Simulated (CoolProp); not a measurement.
A simple Rankine cycle with R1336mzz(Z): condensing at 320.15 K, boiler at 0.801 MPa, turbine inlet 383.6 K, turbine efficiency 0.6, pump efficiency 0.8, no recuperator. Each further row changes one setting.

Computed with CoolProp (reference Helmholtz-energy equation of state, McLinden 2020).

```json
[
 {"case": "as stated", "thermal efficiency (%)": "7.3", "net work (kJ/kg)": "15.0", "heat in (kJ/kg)": "207", "turbine exit temperature (K)": "355.4", "volume ratio over the turbine": "5.46"},
 {"case": "turbine inlet 403.6 K", "thermal efficiency (%)": "7.1", "net work (kJ/kg)": "16.4", "heat in (kJ/kg)": "229", "turbine exit temperature (K)": "377.0", "volume ratio over the turbine": "5.27"},
 {"case": "condensing temperature 312.15 K", "thermal efficiency (%)": "8.2", "net work (kJ/kg)": "17.7", "heat in (kJ/kg)": "217", "turbine exit temperature (K)": "351.7", "volume ratio over the turbine": "7.17"},
 {"case": "boiler pressure 0.561 MPa", "thermal efficiency (%)": "5.8", "net work (kJ/kg)": "12.4", "heat in (kJ/kg)": "212", "turbine exit temperature (K)": "363.7", "volume ratio over the turbine": "3.61"},
 {"case": "turbine efficiency 0.5", "thermal efficiency (%)": "6.0", "net work (kJ/kg)": "12.4", "heat in (kJ/kg)": "207", "turbine exit temperature (K)": "358.0", "volume ratio over the turbine": "5.50"}
]
```
